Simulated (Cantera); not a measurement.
## N2O furnace oxynitridation

An isothermal, constant-pressure homogeneous reactor starts with 79.1 % N₂O, 20.9 % O₂, at 1375 K and 1330 Pa.

Model: GRI-Mech 3.0 (53 species, 325 reactions), integrated in Cantera. GRI-Mech 3.0 was tuned for natural gas; its chemistry of N2O as a main component is partial and can be far from experiment. Radical loss at walls, strong at low pressure, is not modelled. The mechanism lacks the step 2 NO + O2 → 2 NO2, which can matter for NO2 below about 1400 K. The temperature is held fixed by assumption; the heat of reaction is taken as removed at once.

| t (s) | x N₂O | x O₂ | x NO₂ | x O | x NO |
|---|---|---|---|---|---|
| 7.00e-6 | 0.791 | 0.209 | <1e-12 | 4.04e-7 | 1.59e-9 |
| 2.32e-5 | 0.791 | 0.209 | <1e-12 | 1.30e-6 | 1.72e-8 |
| 7.67e-5 | 0.791 | 0.209 | <1e-12 | 3.99e-6 | 1.78e-7 |
| 0.000254 | 0.790 | 0.209 | <1e-12 | 1.03e-5 | 1.65e-6 |
| 0.000840 | 0.790 | 0.210 | 7.66e-12 | 1.77e-5 | 1.15e-5 |
| 0.00278 | 0.790 | 0.210 | 1.44e-10 | 1.93e-5 | 5.27e-5 |
| 0.00920 | 0.789 | 0.210 | 1.83e-9 | 1.93e-5 | 0.000191 |
| 0.0304 | 0.786 | 0.211 | 1.97e-8 | 1.93e-5 | 0.000646 |
| 0.101 | 0.774 | 0.213 | 1.78e-7 | 1.93e-5 | 0.00213 |
| 0.333 | 0.739 | 0.221 | 1.14e-6 | 1.93e-5 | 0.00687 |
| 1.10 | 0.634 | 0.243 | 4.66e-6 | 1.92e-5 | 0.0207 |
| 3.65 | 0.396 | 0.295 | 1.42e-5 | 1.92e-5 | 0.0521 |
| 12.1 | 0.101 | 0.359 | 2.90e-5 | 1.88e-5 | 0.0910 |
| 40.0 | 0.00238 | 0.381 | 5.55e-5 | 9.59e-6 | 0.103 |
x: mole fraction; the columns are a selection and need not sum to one.

Equilibrium at this temperature and pressure: N₂O 4.82e-9, O₂ 0.433, NO₂ 1.03e-6, O 3.65e-6, NO 0.000768 (gas phase only).
